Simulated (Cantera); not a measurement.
## Equilibrium for silicon oxide and oxynitride deposition: SiF4 + NO + H2O

A closed system holds: 1 mol SiF4, 1.3 mol NO, 0.17 mol H2O, at 1948 K.

These are equilibrium values from Cantera (NASA tables, ideal gas, pure condensed phases), not measurements of a reactor. Candidate condensed phases: H2O, Si, SiO2, Si2N2O, Si3N4; 58 gas species. The tables' values for SiF3, SiO2, SiF2 are old estimates; treat these amounts as uncertain. The tables hold silica as quartz up to 1696 K and as liquid above; real silica turns to tridymite and cristobalite and melts near 1996 K. Rates play no part.

At 5.00 Pa nothing is condensed. From 26.0 Pa to 1.00 bar the condensed part is SiO2(condensed). The main Si-bearing gas is SiF4 throughout.

```csv
P (Pa),x SiF4,x N2,x O2,x HF,x O,x SiO,x SiF3,n SiO2(condensed)
5,0.324,0.235,0.235,0.124,0.0304,0.0284,0.0104,0
26,0.348,0.248,0.244,0.131,0.0136,0.00291,0.00501,0.0749
140,0.354,0.251,0.248,0.132,0.00592,0.000231,0.00218,0.0834
710,0.357,0.252,0.251,0.132,0.00264,2.01e-5,0.000969,0.0842
3700,0.358,0.252,0.252,0.132,0.00116,1.69e-6,0.000425,0.0841
19000,0.359,0.252,0.252,0.131,0.000512,1.45e-7,0.000188,0.0835
100000,0.360,0.253,0.252,0.128,0.000223,1.20e-8,8.20e-5,0.0819
```
x: gas mole fraction; n: condensed amount in mol.
